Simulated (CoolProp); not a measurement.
Vapour-liquid equilibrium of acetone (1) + ethanol (2) at 121.65 °C; x and y are mole fractions of (1).

Model: multi-fluid Helmholtz-energy mixture model, Lemmon 2006 and Schroeder 2014; pair parameters Bell 2016, in CoolProp.

| x | bubble pressure, mixture model (kPa) | bubble pressure, Raoult's law (kPa) | y, mixture model | y, Raoult's law |
|---|---|---|---|---|
| 0.05 | 475.2 | 458.0 | 0.096 | 0.069 |
| 0.2 | 536.6 | 484.9 | 0.305 | 0.259 |
| 0.35 | 579.0 | 511.7 | 0.452 | 0.430 |
| 0.5 | 607.8 | 538.6 | 0.572 | 0.583 |
| 0.65 | 626.1 | 565.4 | 0.685 | 0.722 |
| 0.8 | 634.6 | 592.2 | 0.805 | 0.848 |
| 0.95 | 631.8 | 619.1 | 0.946 | 0.964 |

The largest gap from Raoult's law is +13.2 % in bubble pressure, at x = 0.35. y crosses x between x = 0.8 and 0.95: the model has an azeotrope there.

Pair parameters are fitted to limited data, so mixtures are less certain than the pure fluids.
